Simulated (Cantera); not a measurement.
Charge: 1 mol Si₃N₄, 0.013 mol C, a varied amount of H₂, held at 2173.15 K and 1330 Pa.

Cantera equilibrium calculation (NASA polynomials, part measured and part estimated; ideal gas, pure solids and liquids). Candidate condensed phases: C, C₆H₆, C₇H₈, C₈H₁₈, Si, SiC, Si₃N₄; 105 gas species. Mutual solubility and eutectic melting of coexisting phases are not modelled. The tables' values for SiN are old estimates; treat these amounts as uncertain. Gases not in the tables: Si₂H₆ and higher silanes. Kinetics and transport are ignored.

Question: At 2.2 mol H₂, list the 7 most abundant gas species with their mole fractions, and the condensed phases.

Answer: H₂ 0.488, N₂ 0.457, H 0.0292, Si 0.0212, HCN 0.00129, Si₂C 0.00114, SiH 0.000800. Condensed: Si(l) + SiC(s).
